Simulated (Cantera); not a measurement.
Charge: 1 mol BF3, 0.67 mol NH3, held at 1248 K and 150 Torr.

These are equilibrium values from Cantera (NASA tables, ideal gas, pure condensed phases), not measurements of a reactor. Candidate condensed phases: B, BN; 31 gas species. The tables' values for BF2 are old estimates; treat these amounts as uncertain. Rates play no part.

Base state: BF3 0.418, H2 0.417, N2 0.139, HF 0.0251, BHF2 0.000734, BF2 1.63e-5 (mole fractions); condensed: BN(s).

Task: What changes in the equilibrium state with this change: NH3 from 0.67 to 0.11 mol?

Result: 
```tsv
species	before	after
BF3	0.418	0.814
H2	0.417	0.128
N2	0.139	0.0428
HF	0.0251	0.0143
BF2	1.63e-5	3.10e-5
BHF2	0.000734	0.000771
BN(s), mol	0.0190	0.00547
```
